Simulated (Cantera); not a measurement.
A closed system holds: 1 mol HBr, 0.019 mol O2, equilibrated at 1700 K and 280000 Pa.

Method: chemical equilibrium by Gibbs-energy minimisation in Cantera with the NASA 1993 tables (ideal gas, pure condensed phases). The numbers say what is thermodynamically allowed, not how fast it happens.

```tsv
species	before	after
Br	0.0553	0.399
HBr	0.888	0.383
H2	0.00530	0.160
H	6.41e-6	0.0251
Br2	0.0146	0.00215
H2O	0.0369	0.0284
O	2.24e-9	0.000131
OH	2.31e-6	0.00134
```
Gas species are given as mole fractions.

Task: Which change was made?
A) temperature from 1700 K to 1448 K
B) temperature from 1700 K to 2873 K
C) O2 from 0.019 to 3.4 mol
D) O2 from 0.019 to 1.3 mol

Result: B, temperature from 1700 K to 2873 K
